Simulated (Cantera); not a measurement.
# BN + HF + H2 (nitride etching)

Charge: 1 mol BN, 3.4 mol HF, 87 mol H2, at 0.250 bar.

Cantera equilibrium calculation (NASA polynomials, part measured and part estimated; ideal gas, pure solids and liquids). Candidate condensed phases: B, BN; 31 gas species. The tables' values for BF2 are old estimates; treat these amounts as uncertain. Equilibrium is a limit: real reactors are often held back by kinetics, nucleation or transport.

From 902 °C to 1502 °C the condensed part is BN(s). The main B-bearing gas is BF3 throughout.

```json
[
 {"T (°C)": "902", "x H2": "0.978", "x BF3": "0.0106", "x HF": "0.00576", "x N2": "0.00532", "x BHF2": "9.08e-5", "x BF2": "4.89e-7", "x BF": "2.97e-10", "n BN(s)": "0.0373"},
 {"T (°C)": "952", "x H2": "0.978", "x BF3": "0.0104", "x HF": "0.00624", "x N2": "0.00525", "x BHF2": "0.000137", "x BF2": "1.37e-6", "x BF": "1.76e-9", "n BN(s)": "0.0506"},
 {"T (°C)": "1002", "x H2": "0.978", "x BF3": "0.0102", "x HF": "0.00672", "x N2": "0.00518", "x BHF2": "0.000201", "x BF2": "3.52e-6", "x BF": "9.06e-9", "n BN(s)": "0.0631"},
 {"T (°C)": "1052", "x H2": "0.977", "x BF3": "0.00995", "x HF": "0.00719", "x N2": "0.00512", "x BHF2": "0.000284", "x BF2": "8.40e-6", "x BF": "4.10e-8", "n BN(s)": "0.0745"},
 {"T (°C)": "1102", "x H2": "0.977", "x BF3": "0.00972", "x HF": "0.00764", "x N2": "0.00506", "x BHF2": "0.000390", "x BF2": "1.88e-5", "x BF": "1.66e-7", "n BN(s)": "0.0846"},
 {"T (°C)": "1152", "x H2": "0.977", "x BF3": "0.00947", "x HF": "0.00808", "x N2": "0.00502", "x BHF2": "0.000524", "x BF2": "3.95e-5", "x BF": "6.07e-7", "n BN(s)": "0.0931"},
 {"T (°C)": "1202", "x H2": "0.977", "x BF3": "0.00919", "x HF": "0.00850", "x N2": "0.00498", "x BHF2": "0.000685", "x BF2": "7.85e-5", "x BF": "2.03e-6", "n BN(s)": "0.0995"},
 {"T (°C)": "1252", "x H2": "0.976", "x BF3": "0.00889", "x HF": "0.00889", "x N2": "0.00496", "x BHF2": "0.000876", "x BF2": "0.000148", "x BF": "6.22e-6", "n BN(s)": "0.103"},
 {"T (°C)": "1302", "x H2": "0.976", "x BF3": "0.00854", "x HF": "0.00925", "x N2": "0.00496", "x BHF2": "0.00110", "x BF2": "0.000268", "x BF": "1.77e-5", "n BN(s)": "0.103"},
 {"T (°C)": "1352", "x H2": "0.975", "x BF3": "0.00812", "x HF": "0.00958", "x N2": "0.00499", "x BHF2": "0.00134", "x BF2": "0.000461", "x BF": "4.68e-5", "n BN(s)": "0.0982"},
 {"T (°C)": "1402", "x H2": "0.975", "x BF3": "0.00763", "x HF": "0.00985", "x N2": "0.00505", "x BHF2": "0.00160", "x BF2": "0.000759", "x BF": "0.000116", "n BN(s)": "0.0856"},
 {"T (°C)": "1452", "x H2": "0.974", "x BF3": "0.00704", "x HF": "0.0101", "x N2": "0.00518", "x BHF2": "0.00186", "x BF2": "0.00119", "x BF": "0.000269", "n BN(s)": "0.0620"},
 {"T (°C)": "1502", "x H2": "0.973", "x BF3": "0.00634", "x HF": "0.0102", "x N2": "0.00540", "x BHF2": "0.00209", "x BF2": "0.00179", "x BF": "0.000585", "n BN(s)": "0.0219"}
]
```
x: gas mole fraction; n: condensed amount in mol.
